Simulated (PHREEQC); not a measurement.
Consider water at 45 °C with 0.0089 mol HF, 0.00031 mol NH4HF2 and 6.7e-05 mol (NH4)2SiF6 per kg of water. Closed to the air; pH follows from the charge balance.

All values are PHREEQC results (ion-association model, phreeqc.dat), not measurements.

Task: The ionic strength comes out as 0.00233 mol/kgw. What activity coefficients do SiF6-2, F-, H+, HF2-, NH4+ get?

Result: SiF6-2 0.80, F- 0.95, H+ 0.95, HF2- 0.95, NH4+ 0.94.

Precipitation was switched off in this run. Constants without temperature data keep their 25 °C values here. SiF6-2 is the database's only silicon fluoride.
